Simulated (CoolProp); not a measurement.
Vapour-liquid equilibrium of R22 (1) + n-pentane (2) at 6.13 kPa; x and y are mole fractions of (1).

Computed with CoolProp (multi-fluid Helmholtz-energy mixture model, Kamei 1995 and Thol 2019; pair parameters Bell 2016).

```csv
x,"bubble temperature, mixture model (°C)","bubble temperature, Raoult's law (°C)","y, mixture model","y, Raoult's law"
0.05,-59.9,-44.6,0.901,0.691
0.15,___,-60.1,0.979,0.914
0.25,-81.3,-67.8,___,0.960
0.35,-83.5,-72.7,0.991,0.978
0.45,-84.4,-76.3,0.993,0.987
0.55,___,-79.1,0.993,0.992
0.65,-85.0,-81.4,0.993,0.995
0.75,-85.2,-83.3,0.994,0.997
0.85,-85.6,-84.9,0.995,0.999
0.95,-86.4,-86.3,___,1.000
```

Q: Complete the blanks.

A: 
- 0.15, bubble temperature, mixture model (°C): -76.0
- 0.25, y, mixture model: 0.988
- 0.55, bubble temperature, mixture model (°C): -84.8
- 0.95, y, mixture model: 0.998

The largest gap from Raoult's law is -15.9 K in bubble temperature, at x = 0.15. No azeotrope shows between x = 0.05 and 0.95.

The pair parameters rest on a limited set of measurements; away from them the model extrapolates. With so large a gap from Raoult's law the liquid may split in two, which this calculation doesn't test in full.
